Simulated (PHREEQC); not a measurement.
A solution holds 180 mmol/kgw HF and 7.8 mmol/kgw KF, at 20 °C. It is in equilibrium with CO2 at log p = -3.4 (atm). Otherwise closed; pH follows from the charge balance.

The numbers come from PHREEQC with the ion-association model, phreeqc.dat.

This is a speciation only: nothing precipitates in the calculation.

Task: Order these F species by the share of F that they hold, largest first: HF2-, F-, HF.

Result: HF (85 %), HF2- (7.9 %), F- (6.7 %)

The pH is 1.97 and the ionic strength 0.0199 mol/kgw.
